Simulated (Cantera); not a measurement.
Input: 1 mol TEOS, 0.14 mol NO, held at 12.0 Torr.

These are equilibrium values from Cantera (NASA tables, ideal gas, pure condensed phases), not measurements of a reactor. Candidate condensed phases: C, C₆H₆, C₇H₈, C₈H₁₈, H₂O, Si, SiC, SiO₂, Si₂N₂O, Si₃N₄; 151 gas species. The feed counts by its element totals alone. Mutual solubility and eutectic melting of coexisting phases are not modelled. The tables hold silica as quartz up to 1696 K and as liquid above; real silica turns to tridymite and cristobalite and melts near 1996 K. The numbers say what is thermodynamically allowed, not how fast it happens.

x: gas mole fraction; n: condensed amount in mol.

```csv
T (K),x H₂,x CO,x H₂O,x CO₂,x CH₄,x N₂,x SiO,n C(graphite),n SiO₂(α-quartz),n SiO₂(β-quartz),n Si₂N₂O(s),n SiC(s)
823,0.814,0.133,0.0230,0.0136,0.00990,0.00600,<1e-12,6.17,1.00,0,0,0
923,0.817,0.170,0.00343,0.00146,0.00248,0.00577,<1e-12,5.89,0,1.00,0,0
1023,0.818,0.175,?,?,?,0.00574,<1e-12,5.86,0,1.00,0,0
1123,0.819,0.175,0.000151,2.96e-5,0.000315,0.00573,2.43e-10,5.86,0,1.00,0,0
1223,0.819,0.175,4.61e-5,6.76e-6,0.000143,0.00573,9.69e-8,5.86,0,1.000,0,0
1323,0.817,0.178,1.71e-5,2.01e-6,7.26e-5,0.00454,1.51e-5,5.82,0,0.971,0.0144,0
1423,0.708,0.290,?,?,?,?,?,2.99,0,0,?,?
1523,0.704,0.291,4.77e-6,7.35e-7,1.82e-5,0.00489,0.000626,2.88,0,0,0,0.991
```

Task: Fill in the missing entries.

Result: 
- 1423, x H₂O: 1.01e-5
- 1423, x CO₂: 1.83e-6
- 1423, x CH₄: 3.05e-5
- 1423, x N₂: 0.00209
- 1423, x SiO: 0.000404
- 1423, n Si₂N₂O(s): 0.0403
- 1423, n SiC(s): 0.914
- 1023, x H₂O: 0.000625
- 1023, x CO₂: 0.000174
- 1023, x CH₄: 0.000803
